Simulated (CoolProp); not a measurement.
Properties of oxygen along the isobar 6.91 MPa (Tc = 154.6 K, pc = 5.046 MPa, ω = 0.022).

The numbers come from the reference Helmholtz-energy equation of state, Schmidt 1985 in CoolProp. Above 300 K oxygen's equation is extrapolated.

```tsv
T (K)	phase	Z	cv (kJ/(kg K))	Joule-Thomson coefficient (K/MPa)	conductivity (mW/(m K))	Prandtl number
93.5	liquid	0.2495	0.9301	-0.3204	151	2.12
119.8	liquid	0.2212	0.8523	-0.1691	115	1.69
146.1	liquid	0.2245	0.8181	0.4178	78.1	1.83
172.4	supercritical	0.5658	0.8224	5.462	31.1	1.79
198.8	supercritical	0.7768	0.7218	4.688	25.4	1.01
225.1	supercritical	0.8650	0.6921	3.803	25.7	0.875
251.4	supercritical	0.9147	0.6801	3.128	26.9	0.819
277.7	supercritical	0.9458	0.6753	2.606	28.4	0.788
304	supercritical	0.9666	0.6746	2.190	30.0	0.770
330.4	supercritical	0.9810	0.6764	1.851	31.7	0.758
356.7	supercritical	0.9912	0.6801	1.570	33.5	0.749
383	supercritical	0.9986	0.6852	1.334	35.2	0.744
```

Viscosity comes from a separate model (Lemmon 2004). Thermal conductivity comes from a separate model (Lemmon 2004).
